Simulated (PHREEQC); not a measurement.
# Alkaline etch or developer: speciation

Solution (35 °C): 0.0018 mol/kgw CsOH, 3.2e-05 mol/kgw CO2 and 0.0079 mol/kgw (CH3)4NCl. Closed to the air; pH follows from the charge balance.

Computed with PHREEQC (ion-association model, wateq4f.dat).

Each row changes one thing in this solution. Precipitation was switched off in this run.

| case | pH | CO3-2 (mol/kgw) | HCO3- (mol/kgw) | CO2 (mol/kgw) |
|---|---|---|---|---|
| as made | 10.88 | 2.73e-5 | 4.73e-6 | 1.14e-10 |
| CsOH from 0.0018 to 0.00162 mol/kgw | … | 2.68e-5 | 5.19e-6 | 1.40e-10 |
| (CH3)4NCl from 0.0079 to 0.00869 mol/kgw | 10.88 | 2.73e-5 | 4.70e-6 | 1.14e-10 |
| CsOH from 0.0018 to 0.0027 mol/kgw | … | 2.87e-5 | 3.26e-6 | 5.20e-11 |
| CO2 from 3.2e-05 to 0.00016 mol/kgw | … | 0.000133 | 2.67e-5 | 7.45e-10 |
| temperature from 35 to 50 °C | … | 2.33e-5 | 8.67e-6 | 5.11e-10 |

Q: Complete the blanks.

A: 
- CsOH from 0.0018 to 0.00162 mol/kgw, pH: 10.84
- CsOH from 0.0018 to 0.0027 mol/kgw, pH: 11.06
- CO2 from 3.2e-05 to 0.00016 mol/kgw, pH: 10.82
- temperature from 35 to 50 °C, pH: 10.47

(CH3)4N+ isn't in the database: it is added as a free cation with an ion size of 4 Å. Constants without temperature data keep their 25 °C values here.
